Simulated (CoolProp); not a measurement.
Properties of ethanol at several states.

The numbers come from the reference Helmholtz-energy equation of state, Schroeder 2014 in CoolProp.

```json
[
 {"T (K)": "306.3", "p (MPa)": "22.2", "phase": "liquid", "isothermal compressibility (1/MPa)": "0.0009521", "conductivity (mW/(m K))": "?"},
 {"T (K)": "165.2", "p (MPa)": "1.58", "phase": "liquid", "isothermal compressibility (1/MPa)": "?", "conductivity (mW/(m K))": "?"},
 {"T (K)": "377.7", "p (MPa)": "0.778", "phase": "liquid", "isothermal compressibility (1/MPa)": "0.002233", "conductivity (mW/(m K))": "?"},
 {"T (K)": "558.9", "p (MPa)": "17.7", "phase": "supercritical", "isothermal compressibility (1/MPa)": "?", "conductivity (mW/(m K))": "?"},
 {"T (K)": "166.1", "p (MPa)": "0.272", "phase": "liquid", "isothermal compressibility (1/MPa)": "?", "conductivity (mW/(m K))": "?"}
]
```

Problem. Some entries are withheld; supply them.

Solution. 
- 306.3, conductivity (mW/(m K)): 173
- 165.2, isothermal compressibility (1/MPa): 0.0005212
- 165.2, conductivity (mW/(m K)): 217
- 377.7, conductivity (mW/(m K)): 151
- 558.9, isothermal compressibility (1/MPa): 0.02784
- 558.9, conductivity (mW/(m K)): 132
- 166.1, isothermal compressibility (1/MPa): 0.0005263
- 166.1, conductivity (mW/(m K)): 215

Thermal conductivity comes from a separate model (Assael 2013).
